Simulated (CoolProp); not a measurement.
Vapour-liquid equilibrium of n-heptane (1) + p-xylene (2) at 402.7 K; x and y are mole fractions of (1).

Values from CoolProp's multi-fluid Helmholtz-energy mixture model, Span 2003 and Zhou 2012; pair parameters Bell 2016.

```csv
x,bubble pressure (bar),y at the bubble point,dew pressure at overall composition x (bar),liquid density (mol/L)
0.05,0.8993,0.153,0.8276,7.098
0.2,1.176,0.441,0.9358,6.875
0.35,1.419,0.611,1.073,6.661
0.5,1.641,0.730,1.252,6.454
0.65,1.851,0.823,1.488,6.256
0.8,2.057,0.903,1.796,6.065
0.95,2.263,0.977,2.186,5.880
```

No azeotrope shows between x = 0.05 and 0.95.

Pair parameters are fitted to limited data, so mixtures are less certain than the pure fluids.
